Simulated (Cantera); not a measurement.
An isothermal, constant-pressure homogeneous reactor starts with CH4 : H2O = 1 : 0.82 (molar parts), at 1450 K and 750 Torr.

Model: GRI-Mech 3.0 (53 species, 325 reactions), integrated in Cantera.

x: mole fraction; the columns are a selection and need not sum to one.

| t (s) | x CH4 | x H2O | x HCO | x H2 | x CH2O |
|---|---|---|---|---|---|
| 5.00e-6 | 0.549 | 0.451 | <1e-12 | 8.19e-7 | <1e-12 |
| 1.37e-5 | 0.549 | 0.451 | <1e-12 | 2.28e-6 | 1.92e-12 |
| 3.78e-5 | 0.549 | 0.451 | <1e-12 | 6.31e-6 | 3.77e-11 |
| 0.000104 | 0.549 | 0.451 | <1e-12 | 1.75e-5 | 7.10e-10 |
| 0.000285 | 0.549 | 0.451 | <1e-12 | 5.06e-5 | [?] |
| 0.000783 | 0.549 | 0.451 | <1e-12 | 0.000150 | [?] |
| 0.00215 | 0.549 | 0.451 | 4.50e-12 | 0.000452 | [?] |
| 0.00592 | 0.547 | 0.450 | 2.19e-11 | 0.00150 | [?] |
| 0.0163 | 0.541 | 0.449 | 7.77e-11 | 0.00576 | [?] |
| 0.0447 | 0.523 | 0.445 | 1.08e-10 | 0.0219 | [?] |
| 0.123 | 0.477 | 0.432 | 8.56e-11 | 0.0660 | [?] |
| 0.337 | 0.392 | 0.406 | 6.48e-11 | 0.150 | [?] |
| 0.927 | 0.271 | 0.368 | 6.50e-11 | 0.268 | [?] |
| 2.55 | 0.163 | 0.323 | 1.54e-10 | 0.382 | [?] |
| 7.00 | 0.136 | 0.273 | 4.58e-10 | 0.441 | [?] |

Problem. Fill in the missing entries.

Solution. 
- 0.000285, x CH2O: 9.33e-9
- 0.000783, x CH2O: 5.58e-8
- 0.00215, x CH2O: 2.23e-7
- 0.00592, x CH2O: 8.18e-7
- 0.0163, x CH2O: 2.24e-6
- 0.0447, x CH2O: 2.81e-6
- 0.123, x CH2O: 2.07e-6
- 0.337, x CH2O: 1.24e-6
- 0.927, x CH2O: 6.41e-7
- 2.55, x CH2O: 3.28e-7
- 7.00, x CH2O: 2.11e-7
